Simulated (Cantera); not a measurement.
## Silicon nitride deposition: trisilylamine + N₂ + H₂ + NH₃

Feed: 1 mol trisilylamine, 0.48 mol N₂, 3.7 mol H₂, a varied amount of NH₃, held at 950 °C and 0.100 bar.

Method: chemical equilibrium by Gibbs-energy minimisation in Cantera with the NASA 1993 tables (ideal gas, pure condensed phases). Candidate condensed phases: Si, Si₃N₄; 18 gas species. The feed counts by its element totals alone. Mutual solubility and eutectic melting of coexisting phases are not modelled. The numbers say what is thermodynamically allowed, not how fast it happens.

From 0.11 mol NH₃ to 1.9 mol NH₃ the condensed part is Si(s) + Si₃N₄(s). From 2.2 mol NH₃ to 2.7 mol NH₃ the condensed part is Si₃N₄(s).

```tsv
n(NH₃) (mol)	x H₂	x N₂	x NH₃	x H	x SiH₄	x SiH₂	n Si(s)	n Si₃N₄(s)
0.11	1.000	5.76e-7	1.30e-8	9.53e-7	6.78e-8	1.88e-8	1.45	0.517
0.37	1.000	5.76e-7	1.30e-8	9.53e-7	6.78e-8	1.88e-8	1.25	0.582
0.63	1.000	5.76e-7	1.30e-8	9.53e-7	6.78e-8	1.88e-8	1.06	0.647
0.89	1.000	5.76e-7	1.30e-8	9.53e-7	6.78e-8	1.88e-8	0.863	0.712
1.1	1.000	5.76e-7	1.30e-8	9.53e-7	6.78e-8	1.88e-8	0.705	0.765
1.4	1.000	5.76e-7	1.30e-8	9.53e-7	6.78e-8	1.88e-8	0.480	0.840
1.7	1.000	5.76e-7	1.30e-8	9.53e-7	6.78e-8	1.88e-8	0.255	0.915
1.9	1.000	5.76e-7	1.30e-8	9.53e-7	6.78e-8	1.88e-8	0.105	0.965
2.2	0.993	0.00691	1.41e-6	9.50e-7	1.28e-10	3.56e-11	0	1.00
2.4	0.985	0.0150	2.06e-6	9.46e-7	7.48e-11	2.11e-11	0	1.00
2.7	0.974	0.0262	2.67e-6	9.41e-7	5.05e-11	1.44e-11	0	1.00
```
x: gas mole fraction; n: condensed amount in mol.
